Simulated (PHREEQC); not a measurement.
A column of 1 m (40 cells, dispersivity 0.05 m, 60 s a shift, diffusion coefficient 3e-10 m²/s) holds 0.014 eq of the database's cation exchanger X per kg of pore water, first in equilibrium with 0.017 mol/kgw CaCl2, 0.0002 mol/kgw PbCl2, 0.00036 mol/kgw LiCl and 1e-05 mol/kgw HCl. It is flushed with 0.0042 mol CaCl2, 0.0005 mol CdCl2 and 1e-05 mol HCl per kg of water, at 25 °C. Values are for the last cell. No CO2 enters from the air. Precipitation was switched off in this run.

The series has 34 steps of pore volumes, from 0 to 4.963.

Equilibrium calculation in PHREEQC: ion-association model, phreeqc.dat.

Question: After how many pore volumes does Cd at the outlet first reach half of its feed value?

Answer: By 2.0 pore volumes.
